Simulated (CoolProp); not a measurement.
Properties of R245ca along the isotherm 134.55 °C.

The numbers come from the reference Helmholtz-energy equation of state, Zhou 2016 in CoolProp.

```json
[
 {"p (bar)": "0.0623", "phase": "gas", "Z": "0.9992", "cp (kJ/(kg K))": "1.100", "speed of sound (m/s)": "(withheld)", "isothermal compressibility (1/MPa)": "160.6", "expansivity (1/kK)": "2.459", "fugacity coefficient": "0.9992"},
 {"p (bar)": "0.128", "phase": "gas", "Z": "0.9984", "cp (kJ/(kg K))": "1.100", "speed of sound (m/s)": "163.5", "isothermal compressibility (1/MPa)": "78.25", "expansivity (1/kK)": "2.466", "fugacity coefficient": "0.9984"},
 {"p (bar)": "0.263", "phase": "gas", "Z": "0.9967", "cp (kJ/(kg K))": "1.101", "speed of sound (m/s)": "163.2", "isothermal compressibility (1/MPa)": "38.15", "expansivity (1/kK)": "2.481", "fugacity coefficient": "0.9967"},
 {"p (bar)": "0.54", "phase": "gas", "Z": "0.9933", "cp (kJ/(kg K))": "1.103", "speed of sound (m/s)": "162.8", "isothermal compressibility (1/MPa)": "18.64", "expansivity (1/kK)": "2.511", "fugacity coefficient": "0.9933"},
 {"p (bar)": "1.11", "phase": "gas", "Z": "0.9861", "cp (kJ/(kg K))": "1.107", "speed of sound (m/s)": "161.7", "isothermal compressibility (1/MPa)": "9.137", "expansivity (1/kK)": "2.575", "fugacity coefficient": "0.9863"},
 {"p (bar)": "2.28", "phase": "gas", "Z": "0.9712", "cp (kJ/(kg K))": "(withheld)", "speed of sound (m/s)": "159.6", "isothermal compressibility (1/MPa)": "4.519", "expansivity (1/kK)": "2.714", "fugacity coefficient": "0.9719"},
 {"p (bar)": "4.67", "phase": "gas", "Z": "(withheld)", "cp (kJ/(kg K))": "1.136", "speed of sound (m/s)": "(withheld)", "isothermal compressibility (1/MPa)": "2.286", "expansivity (1/kK)": "3.044", "fugacity coefficient": "(withheld)"},
 {"p (bar)": "9.6", "phase": "gas", "Z": "0.8685", "cp (kJ/(kg K))": "1.193", "speed of sound (m/s)": "(withheld)", "isothermal compressibility (1/MPa)": "1.220", "expansivity (1/kK)": "4.002", "fugacity coefficient": "0.8829"},
 {"p (bar)": "19.7", "phase": "liquid", "Z": "(withheld)", "cp (kJ/(kg K))": "1.774", "speed of sound (m/s)": "(withheld)", "isothermal compressibility (1/MPa)": "0.01842", "expansivity (1/kK)": "5.419", "fugacity coefficient": "0.7480"}
]
```

Q: Complete the blanks.

A: 
- 0.0623, speed of sound (m/s): 163.6
- 2.28, cp (kJ/(kg K)): 1.116
- 4.67, Z: 0.9396
- 4.67, speed of sound (m/s): 155.1
- 4.67, fugacity coefficient: 0.9427
- 9.6, speed of sound (m/s): 144.6
- 19.7, Z: 0.07548
- 19.7, speed of sound (m/s): 285.6
